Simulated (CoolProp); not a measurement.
Properties of R1234ze(Z) at several states.

Computed with CoolProp (reference Helmholtz-energy equation of state, Akasaka 2019).

```csv
T (°C),p (MPa),phase,density (kg/m³),cp (kJ/(kg K)),expansivity (1/kK),fugacity coefficient
58.85,7.07,liquid,1161,1.337,2.326,0.07838
44.75,0.84,liquid,1172,1.333,2.479,0.3655
107.65,12.3,liquid,1054,1.436,2.712,0.1435
91.65,15.7,liquid,1115,1.374,2.258,0.09552
150.85,0.031,gas,1.006,1.045,2.387,0.9967
```
